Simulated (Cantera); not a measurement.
A closed system holds: 1 mol Fe2O3, 4.6 mol CO, 0.13 mol H2, at 92.0 Pa.

Method: chemical equilibrium by Gibbs-energy minimisation in Cantera with the NASA 1993 tables (ideal gas, pure condensed phases). Candidate condensed phases: C, C6H6, C7H8, C8H18, Fe, Fe(CO)5, FeO, Fe(OH)2, Fe(OH)3, Fe2O3, Fe3O4, H2O; 114 gas species. The tables' stoichiometric FeO is somewhat more stable than real wüstite, so its field is too wide. FeO: taken at fixed stoichiometry. Equilibrium is a limit: real reactors are often held back by kinetics, nucleation or transport.

x: gas mole fraction; n: condensed amount in mol.

```csv
T (K),x CO,x CO2,x Fe,x H2O,x H2,x FeO,n FeO(l)
1700,0.767,0.201,0.00358,0.0128,0.0143,2.73e-5,1.98
1725,0.765,0.202,0.00512,0.0130,0.0140,4.41e-5,1.98
1750,0.761,0.204,0.00722,0.0132,0.0136,7.01e-5,1.97
1775,0.756,0.206,0.0100,0.0134,0.0132,0.000110,1.95
1800,0.750,0.208,0.0137,0.0136,0.0128,0.000170,1.93
1825,0.742,0.212,0.0185,0.0138,0.0123,0.000260,1.91
1850,0.731,0.216,0.0245,0.0140,0.0118,0.000393,1.88
1875,0.718,0.222,0.0319,0.0142,0.0111,0.000587,1.84
1900,0.702,0.228,0.0409,0.0143,0.0105,0.000867,1.79
1925,0.683,0.236,(withheld),0.0145,0.00974,(withheld),1.74
1950,0.661,0.245,0.0636,0.0146,0.00896,0.00183,1.67
1975,0.637,0.255,0.0774,0.0147,0.00814,0.00262,1.59
2000,0.609,0.266,(withheld),0.0147,(withheld),(withheld),1.49
2025,0.578,0.278,0.110,0.0146,0.00648,0.00521,1.38
```

Task: What belongs in the gaps?

Result: 
- 1925, x Fe: 0.0514
- 1925, x FeO: 0.00127
- 2000, x Fe: 0.0928
- 2000, x H2: 0.00731
- 2000, x FeO: 0.00371
